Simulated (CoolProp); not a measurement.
100 sccm (0 °C, 1 atm) of nitrogen bubbles through liquid n-octane at 330.7 K and leaves saturated at a total pressure of 0.102 MPa (ideal gas phase). Each further row changes one setting.

Computed with CoolProp (reference Helmholtz-energy equation of state, Beckmüller 2019).

```json
[
 {"case": "as stated", "vapour pressure (kPa)": "9.44", "mole fraction of vapour": "0.0925", "delivery (mg/min)": "51.9", "delivery (sccm)": "10.2", "change of delivery for a bath 1 K warmer (%)": "4.9"},
 {"case": "bath temperature 335.7 K", "vapour pressure (kPa)": "11.7", "mole fraction of vapour": "0.115", "delivery (mg/min)": "66.0", "delivery (sccm)": "12.9", "change of delivery for a bath 1 K warmer (%)": "4.9"},
 {"case": "total pressure 0.204 MPa", "vapour pressure (kPa)": "9.44", "mole fraction of vapour": "0.0463", "delivery (mg/min)": "24.7", "delivery (sccm)": "4.85", "change of delivery for a bath 1 K warmer (%)": "4.7"}
]
```
